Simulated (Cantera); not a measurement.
Charge: 1 mol HMDSO, 0.45 mol H2O, 16 mol N2, 0.15 mol O2, at 10.0 mbar.

Method: chemical equilibrium by Gibbs-energy minimisation in Cantera with the NASA 1993 tables (ideal gas, pure condensed phases). Candidate condensed phases: C, C6H6, C7H8, C8H18, H2O, Si, SiC, SiO2, Si2N2O, Si3N4; 151 gas species. The feed counts by its element totals alone. The numbers say what is thermodynamically allowed, not how fast it happens.

Task: At 1950 K, list the 6 most abundant gas species with their mole fractions, and the condensed phases.

Result: N2 0.583, H2 0.340, CO 0.0636, H 0.00668, HCN 0.00537, SiO 0.000526. Condensed: C(graphite) + SiC(s).
